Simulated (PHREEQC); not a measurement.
Make-up at 25 °C: 0.0012 mol CuSO4, 0.0015 mol CuCl2, 0.0055 mol HCl and 0.00012 mol Na2SO4 per kg of water. Closed to the air; pH follows from the charge balance.

Computed with PHREEQC (ion-association model, phreeqc.dat).

* **pH**: 2.33
* **ionic strength**: 0.0138 mol/kgw
* **specific conductance**: 2650 µS/cm
* **total alkalinity**: -5.50 meq/kg

```
species  molality  activity   log γ
-------  --------  --------  ------
Cl-       0.00846   0.00750  -0.052
H+        0.00522   0.00471  -0.044
Cu+2      0.00249   0.00159  -0.195
SO4-2    0.000864  0.000543  -0.202
HSO4-    0.000280  0.000249  -0.052
Na+      0.000239  0.000213  -0.051
CuSO4    0.000176  0.000176   0.001
CuCl+     3.62e-5   3.21e-5  -0.052
NaSO4-    6.50e-7   5.80e-7  -0.050
```

No solid was allowed to form.
